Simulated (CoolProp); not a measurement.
Model: reference Helmholtz-energy equation of state, Bücker 2006, in CoolProp.

Problem. Give the vapour pressure (MPa), enthalpy of vaporisation (kJ/kg), liquid cp (kJ/(kg K)), vapour Z of saturated n-butane at 265.5 K.

Solution. 
```csv
T (K),p (MPa),enthalpy of vaporisation (kJ/kg),liquid cp (kJ/(kg K)),vapour Z
265.5,0.0765,392,2.28,0.966
```
